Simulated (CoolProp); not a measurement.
Vapour-liquid equilibrium of n-heptane (1) + o-xylene (2) at 476.7 K; x and y are mole fractions of (1).

Computed with CoolProp (multi-fluid Helmholtz-energy mixture model, Span 2003 and Zhou 2012; pair parameters Bell 2016).

| x | bubble pressure, mixture model (bar) | bubble pressure, Raoult's law (bar) | y, mixture model | y, Raoult's law |
|---|---|---|---|---|
| 0.05 | 4.303 | 4.214 | 0.129 | 0.124 |
| 0.2 | ___ | 5.193 | ___ | 0.401 |
| 0.35 | ___ | 6.172 | ___ | 0.591 |
| 0.5 | 7.388 | 7.152 | 0.684 | 0.728 |
| 0.65 | ___ | 8.131 | ___ | 0.833 |
| 0.8 | 9.188 | 9.110 | 0.881 | 0.915 |
| 0.95 | 10.10 | 10.09 | ___ | 0.981 |

**Question.** What belongs in the gaps?

**Answer.** 
- 0.2, bubble pressure, mixture model (bar): 5.438
- 0.2, y, mixture model: 0.392
- 0.35, bubble pressure, mixture model (bar): 6.450
- 0.35, y, mixture model: 0.559
- 0.65, bubble pressure, mixture model (bar): 8.291
- 0.65, y, mixture model: 0.788
- 0.95, y, mixture model: 0.970

The largest gap from Raoult's law is +4.7 % in bubble pressure, at x = 0.2. No azeotrope shows between x = 0.05 and 0.95.

The pair parameters rest on a limited set of measurements; away from them the model extrapolates.
